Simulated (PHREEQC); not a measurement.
1 kg of water holding 0.036 mol/kgw NaOH and 0.0063 mol/kgw Na2SO4 is evaporated at 75 °C; the solids stay in contact with the brine. CO2 from the air is kept out. Only these solids could form: Mirabilite, Thenardite.

Equilibrium calculation in PHREEQC: Pitzer model, pitzer.dat.

| water left (kg) | ionic strength | water activity | Thenardite (mol) | Na in solution (mol/kgw) | S in solution (mol/kgw) |
|---|---|---|---|---|---|
| 1 | 0.0549 | 0.998 | 0 | 0.0486 | 0.00630 |
| 0.6755 | 0.0813 | 0.998 | 0 | 0.0719 | 0.00933 |
| 0.4563 | 0.120 | 0.997 | 0 | 0.107 | 0.0138 |
| 0.375 | 0.146 | 0.996 | 0 | 0.130 | 0.0168 |
| 0.2533 | 0.217 | 0.994 | 0 | 0.192 | 0.0249 |
| 0.1711 | 0.321 | ? | 0 | 0.284 | 0.0368 |
| 0.1156 | 0.475 | 0.988 | 0 | 0.420 | 0.0545 |
| 0.07809 | 0.703 | 0.982 | 0 | 0.622 | 0.0807 |
| 0.06418 | 0.855 | 0.978 | 0 | 0.757 | 0.0982 |
| 0.04335 | 1.27 | ? | 0 | 1.12 | ? |
| 0.0293 | 1.87 | 0.950 | 0 | 1.66 | 0.215 |
| 0.01979 | 2.77 | 0.924 | 0 | 2.46 | 0.318 |
| 0.01337 | 4.11 | ? | 0 | 3.63 | 0.471 |
| 0.01099 | 4.99 | 0.856 | 0 | 4.42 | ? |
| 0.007426 | 7.39 | 0.783 | 0 | 6.54 | ? |
| 0.005012 | 10.4 | 0.693 | 0.000927 | 9.33 | 1.07 |

Problem. Some entries are withheld; supply them.

Solution. 
- 0.1711, water activity: 0.992
- 0.04335, water activity: 0.967
- 0.04335, S in solution (mol/kgw): 0.145
- 0.01337, water activity: 0.883
- 0.01099, S in solution (mol/kgw): 0.573
- 0.007426, S in solution (mol/kgw): 0.848

Away from 25 °C the constants follow the database's enthalpies or fits; those with neither stay at their 25 °C values.
